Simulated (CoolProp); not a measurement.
Saturation properties of n-perfluorohexane (Tc = 174.9 °C, pc = 17.42 bar, ω = 0.497).

Values from CoolProp's reference Helmholtz-energy equation of state, Gao 2022.

```
T (°C)   p (bar)  vapour density (kg/m³)  enthalpy of vaporisation (kJ/kg)
------  --------  ----------------------  --------------------------------
-41.05  0.005432                 0.09525                             109.5
-23.75   0.02008                  0.3283                             105.2
-6.45    0.06010                  0.9229                             101.0
10.85     0.1522                   2.211                             96.69
28.25     0.3384                   4.695                             92.28
45.55     0.6726                   8.995                             87.70
62.85      1.225                   15.97                             82.82
80.25      2.084                   26.83                             77.50
97.55      3.336                   43.06                             71.62
114.85     5.091                   67.26                             64.89
```

It boils at 57.1 °C under 1 atm.
